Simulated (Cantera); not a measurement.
**Hydrocarbon pyrolysis for carbon deposition**

An isothermal, constant-pressure homogeneous reactor starts with 5.26 % C2H6, 94.7 % N2, at 1900 K and 0.0158 atm.

Computed with Cantera and GRI-Mech 3.0 (53 species, 325 reactions). GRI-Mech 3.0 stops at C3 and has no aromatics, soot or wall deposition, so with more carbon than oxygen in the feed, carbon stays in small species such as C2H2 where larger ones or solid carbon would form. Radical loss at walls, strong at low pressure, is not modelled.

| t (s) | x C2H6 | x C2H4 | x CH4 | x H2 | x H |
|---|---|---|---|---|---|
| 0.000100 | 0.0235 | 0.00634 | 0.00214 | 0.00677 | 0.00169 |
| 0.000396 | 0.000429 | 0.0159 | 0.00972 | 0.0461 | 0.00372 |
| 0.00157 | 7.81e-6 | 0.00282 | 0.00896 | 0.0758 | 0.00164 |
| 0.00619 | 1.41e-6 | 0.000297 | 0.00659 | 0.0840 | 0.000891 |
| 0.0245 | 3.44e-7 | 6.66e-5 | 0.00427 | 0.0882 | 0.000659 |
| 0.0969 | 7.19e-8 | 1.39e-5 | 0.00178 | 0.0920 | 0.000755 |
| 0.383 | 3.57e-9 | 1.57e-6 | 0.000285 | 0.0941 | 0.00117 |
| 1.52 | 2.43e-11 | 8.82e-7 | 1.71e-5 | 0.0942 | 0.00178 |
| 6.00 | <1e-12 | 8.63e-7 | 8.26e-7 | 0.0942 | 0.00194 |
x: mole fraction; the columns are a selection and need not sum to one.

Equilibrium at this temperature and pressure: C2H6 <1e-12, C2H4 2.43e-7, CH4 1.53e-6, H2 0.0942, H 0.00194 (gas phase only).
